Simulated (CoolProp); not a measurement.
A closed Brayton cycle with nitrogen: compressor inlet 319.15 K and 3.5 MPa, high pressure 9.35 MPa, turbine inlet 920 K, compressor efficiency 0.8, turbine efficiency 0.93, recuperator effectiveness 0.9 (on enthalpy, no pinch check). Each further row changes one setting.

Values from CoolProp's reference Helmholtz-energy equation of state, Span 2000.

| case | thermal efficiency (%) | net work (kJ/kg) | compressor to turbine work | compressor exit (K) | turbine exit (K) |
|---|---|---|---|---|---|
| as stated | ? | 88.2 | 0.61 | 449.3 | 724.6 |
| turbine inlet 870 K | ? | 75.8 | 0.64 | 449.3 | 683.5 |
| compressor inlet 329.15 K | 32.7 | 83.7 | 0.63 | ? | 724.6 |
| high pressure 7.95 MPa | 34.9 | ? | 0.58 | 425.2 | 754.0 |
| recuperator effectiveness 0.5 | ? | 88.2 | 0.61 | 449.3 | 724.6 |

Question: Complete the blanks.

Answer: 
- as stated, thermal efficiency (%): 34.2
- turbine inlet 870 K, thermal efficiency (%): 31.4
- compressor inlet 329.15 K, compressor exit (K): 463.2
- high pressure 7.95 MPa, net work (kJ/kg): 80.3
- recuperator effectiveness 0.5, thermal efficiency (%): 23.4
